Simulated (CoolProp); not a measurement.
The fluid at 293.15 K and 7 MPa is throttled through a valve to 4.78 MPa with no heat exchange. The same conditions are run with several fluids, on thermodynamics alone (safety and materials aside).

Model: reference Helmholtz-energy equation of state of each fluid (sulfur hexafluoride: Guder 2009; ethane: Bücker 2006; toluene: Lemmon 2006; n-perfluorobutane: Gao 2022; 1,2-dichloroethane: Thol 2015), in CoolProp.

**Question.** Rank sulfur hexafluoride, ethane, toluene, n-perfluorobutane, 1,2-dichloroethane by temperature change (K), highest first.

**Answer.** toluene (+1.1), 1,2-dichloroethane (+0.9), n-perfluorobutane (+0.5), sulfur hexafluoride (-0.6), ethane (-2.2)

```json
[
 {"fluid": "sulfur hexafluoride", "final density (kg/m³)": "1470"},
 {"fluid": "ethane", "final density (kg/m³)": "365"},
 {"fluid": "toluene", "final density (kg/m³)": "869"},
 {"fluid": "n-perfluorobutane", "final density (kg/m³)": "1540"},
 {"fluid": "1,2-dichloroethane", "final density (kg/m³)": "1260"}
]
```
